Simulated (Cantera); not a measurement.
A closed system holds: 1 mol Pb, 0.1 mol CO, 12 mol H2, equilibrated at 0.350 bar.

These are equilibrium values from Cantera (NASA tables, ideal gas, pure condensed phases), not measurements of a reactor. Candidate condensed phases: C, C6H6, C7H8, C8H18, H2O, Pb, PbO, PbO2, Pb3O4; 113 gas species. The numbers say what is thermodynamically allowed, not how fast it happens.

**Question.** What share of the Pb ends up in condensed phases as a function of T (K), at 848, 1048, 1248, 1448, 1648, 1848, 2048?

**Answer.** 
```csv
T (K),Pb condensed (%),as
848,100.0,Pb(l)
1048,99.8,Pb(l)
1248,95.5,Pb(l)
1448,47.3,Pb(l)
1648,0.0,-
1848,0.0,-
2048,0.0,-
```
